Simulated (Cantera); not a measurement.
Input: 1 mol C2H6, 0.2 mol NH3, 0.39 mol H2, 0.64 mol CO2, held at 1548.15 K and 4.90 bar.

Method: chemical equilibrium by Gibbs-energy minimisation in Cantera with the NASA 1993 tables (ideal gas, pure condensed phases). Candidate condensed phases: C, C6H6, C7H8, C8H18, H2O; 136 gas species. Rates play no part.

Base state: H2 0.721, CO 0.253, N2 0.0198, CH4 0.00522, H2O 0.00110, HCN 0.000175, CO2 0.000138, NH3 2.27e-5 (mole fractions); condensed: C(graphite).

Question: What changes in the equilibrium state with this change: C2H6 replaced by CH3OH?

Answer: 
```tsv
species	before	after
H2	0.721	0.491
CO	0.253	0.341
H2O	0.00110	0.116
CO2	0.000138	0.0288
N2	0.0198	0.0226
C2H2 (acetylene)	1.13e-5	<1e-9
CH4	0.00522	2.12e-5
HCN	0.000175	1.35e-6
NH3	2.27e-5	1.36e-5
H	1.18e-5	9.77e-6
C(graphite), mol	1.34	0
```
